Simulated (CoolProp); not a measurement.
Vapour-liquid equilibrium of R22 (1) + R142b (2) at -16.35 °C; x and y are mole fractions of (1).

Model: multi-fluid Helmholtz-energy mixture model, Kamei 1995 and Lemmon 2006; pair parameters Bell 2016, in CoolProp.

```csv
x,bubble pressure (MPa),y at the bubble point,dew pressure at overall composition x (MPa),liquid density (mol/L)
0.05,0.08465,0.156,0.07777,12.17
0.15,0.1036,0.376,0.08426,12.46
0.25,0.1222,0.528,0.09188,12.76
0.35,0.1411,0.643,0.1010,13.08
0.45,0.1606,0.733,0.1119,13.40
0.55,0.1809,0.805,0.1254,13.75
0.65,0.2021,0.865,0.1426,14.10
0.75,0.2243,0.914,0.1650,14.47
0.85,0.2471,0.954,0.1962,14.85
0.95,0.2702,0.987,0.2443,15.24
```

No azeotrope shows between x = 0.05 and 0.95.

The pair parameters rest on a limited set of measurements; away from them the model extrapolates.
